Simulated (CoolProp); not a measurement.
Properties of octamethylcyclotetrasiloxane (D4) along the isotherm 346.85 °C.

Values from CoolProp's reference Helmholtz-energy equation of state, Thol 2015.

| p (MPa) | phase | cv (kJ/(kg K)) | speed of sound (m/s) | isothermal compressibility (1/MPa) | expansivity (1/kK) | fugacity coefficient |
|---|---|---|---|---|---|---|
| 0.0426 | gas | 2.012 | 131.6 | 23.69 | 1.671 | 0.9910 |
| 0.0719 | gas | 2.012 | 130.8 | 14.13 | 1.712 | 0.9849 |
| 0.121 | gas | 2.013 | 129.4 | 8.488 | 1.785 | 0.9746 |
| 0.205 | gas | 2.015 | 127.0 | 5.111 | 1.920 | 0.9572 |
| 0.346 | gas | 2.019 | 122.8 | 3.141 | 2.181 | 0.9281 |
| 0.583 | gas | 2.025 | 115.3 | 2.002 | 2.751 | 0.8800 |
| 0.984 | gas | 2.039 | 100.8 | 1.394 | 4.377 | 0.8006 |
| 1.66 | supercritical | 2.074 | 71.16 | 1.368 | 14.29 | 0.6707 |
| 2.8 | supercritical | 2.076 | 115.5 | 0.2104 | 8.735 | 0.4897 |
| 4.73 | supercritical | 2.061 | 204.8 | 0.05097 | 3.590 | 0.3625 |
| 7.98 | supercritical | 2.053 | 292.5 | 0.02187 | 2.191 | 0.2987 |
| 13.5 | supercritical | 2.050 | 390.4 | 0.01113 | 1.512 | 0.2942 |
